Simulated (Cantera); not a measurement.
What does this Cantera script print?

```python
import numpy as np
import cantera as ct

gas_names = """
    N NO NO2 NO3 N2 N2O O O2 O3 Pb PbO Pb2
""".split()
cond_names = """
    Pb(cr) Pb(L) PbO(rd) PbO(yw) PbO(L) PbO2(s) Pb3O4(s)
""".split()


# ... load() reads the species with a 1 bar reference pressure and builds the phases ...
atoms = {
    'Pb': {'Pb': 1},
    'O2': {'O': 2},
    'N2': {'N': 2},
}
top_T = {'Pb3O4(s)': 820}  # K; cautious upper limits of use, not melting points


# ... equilibrate(T, P, feed) seeds the gas with the atoms and calls Mixture.equilibrate('TP', solver="vcs", rtol=1e-11, max_steps=5000) ...
results = []
feed = {'Pb': 1, 'O2': 0.017, 'N2': 44}  # mol
T = 1500  # K
P = 50000  # Pa
mix = equilibrate(T, P, feed)
results.append((T, P, feed, dict(zip(mix.species_names, mix.species_moles))))
print(gas.report(threshold=1e-05))
for i in range(1, mix.n_phases):
    print(f"{mix.phase(i).name:16s} {mix.phase_moles(i):12.5e} mol")
```

Output:

```
       temperature   1500 K
          pressure   50000 Pa
           density   0.12832 kg/m^3
  mean mol. weight   32.008 kg/kmol
   phase of matter   gas

                          1 kg             1 kmol
                     ---------------   ---------------
          enthalpy        1.3225e+06        4.2331e+07  J
   internal energy        9.3287e+05        2.9859e+07  J
           entropy              7744        2.4787e+05  J/K
    Gibbs function       -1.0293e+07       -3.2947e+08  J
 heat capacity c_p            1077.5             34488  J/K
 heat capacity c_v            817.72             26174  J/K

                      mass frac. Y      mole frac. X     chem. pot. / RT
                     ---------------   ---------------   ---------------
                N2           0.85577           0.97778           -26.728
                Pb           0.13892           0.02146           -12.013
               PbO         0.0052627         0.0007547           -34.561
     [   +9 minor]        5.1625e-05        4.7236e-06

Pb(L)             0.00000e+00 mol
PbO(L)            0.00000e+00 mol
```

Cantera equilibrium calculation (NASA polynomials, part measured and part estimated; ideal gas, pure solids and liquids). Gases not in the tables: (PbO)n polymers.
